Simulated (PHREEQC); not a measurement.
PHREEQC input (ion-association model, phreeqc.dat):

```
SOLUTION 0
  temp 25
  units mmol/kgw
  pH 7 charge
  Cl 13.01
  K 13
  O(0) 1 O2(g) -0.68
SOLUTION 1-40
  temp 25
  units mmol/kgw
  pH 7 charge
  Br 37
  K 37
  Cl 16.21
  Sr 8.1
  O(0) 1 O2(g) -0.68
END
EXCHANGE 1-40
  X 0.036
  -equilibrate 1
END
SELECTED_OUTPUT 1
  -reset false
  -pH true
  -pe true
  -ionic_strength true
  -water true
  -step true
  -totals Br Cl K Sr
  -molalities SrX2 KX
  -saturation_indices Sylvite
PRINT
  -reset false
TRANSPORT
  -cells 40
  -shifts 320
  -lengths 0.025
  -time_step 720
  -dispersivities 0.035
  -boundary_conditions flux flux
  -correct_disp true
  -punch_cells 40
  -punch_frequency 10
END
```

Selected output (columns that matter, 22 of 33 rows; pore volumes added in front):

```
pore volumes	pH	mu	Br	Cl	K	Sr	m_SrX2	m_KX	si_Sylvite
0	5.0728	0.06131	0.037	0.01621	0.037	0.0081	0.0088688	0.018262	-4.3159
0.5125	5.0727	0.06098	0.036754	0.016189	0.036857	0.0080377	0.0088689	0.018262	-4.3177
0.7625	5.0695	0.05231	0.030232	0.015625	0.032942	0.0064526	0.0088837	0.018233	-4.3708
1.2625	5.0515	0.020799	0.0056984	0.013503	0.015995	0.0015982	0.009032	0.017936	-4.6908
1.5125	5.0466	0.015768	0.0016002	0.013148	0.0127	0.0010193	0.0090667	0.017867	-4.7885
2.0125	5.0446	0.013934	8.3639e-05	0.013017	0.011424	0.00083348	0.0090981	0.017804	-4.833
2.2625	5.0445	0.013856	1.6988e-05	0.013011	0.011364	0.00082745	0.0091081	0.017784	-4.8352
2.7625	5.0445	0.013837	6.1676e-07	0.01301	0.011349	0.00082602	0.0091108	0.017778	-4.8358
3.0125	5.0445	0.013833	1.1277e-07	0.01301	0.011354	0.00082293	0.0090966	0.017807	-4.8356
3.5125	5.0444	0.013817	3.5857e-09	0.01301	0.011385	0.00080734	0.009023	0.017954	-4.8343
3.7625	5.0444	0.013805	6.2844e-10	0.01301	0.011411	0.00079457	0.0089617	0.018077	-4.8333
4.2625	5.0444	0.013771	1.8875e-11	0.01301	0.011479	0.00076068	0.0087947	0.018411	-4.8306
4.5125	5.0444	0.013751	3.2449e-12	0.01301	0.011519	0.00074066	0.008693	0.018614	-4.8291
5.0125	5.0443	0.013707	9.4862e-14	0.01301	0.011605	0.00069728	0.0084638	0.019072	-4.8256
5.2625	5.0443	0.013685	1.6155e-14	0.01301	0.01165	0.00067484	0.0083403	0.019319	-4.8239
5.7625	5.0442	0.01364	4.6592e-16	0.01301	0.01174	0.0006302	0.0080836	0.019833	-4.8204
6.0125	5.0442	0.013619	7.8962e-17	0.01301	0.011783	0.00060845	0.0079528	0.020094	-4.8188
6.5125	5.0442	0.013577	2.2614e-18	0.01301	0.011866	0.00056677	0.0076906	0.020619	-4.8156
6.7625	5.0441	0.013557	3.8229e-19	0.01301	0.011906	0.000547	0.0075604	0.020879	-4.814
7.2625	5.0441	0.01352	1.0908e-20	0.01301	0.011981	0.00050972	0.0073039	0.021392	-4.8112
7.5125	5.0441	0.013502	1.8415e-21	0.01301	0.012016	0.00049223	0.0071782	0.021644	-4.8099
8.0125	5.044	0.01347	5.2086e-23	0.01301	0.012081	0.00045949	0.0069325	0.022135	-4.8074
```
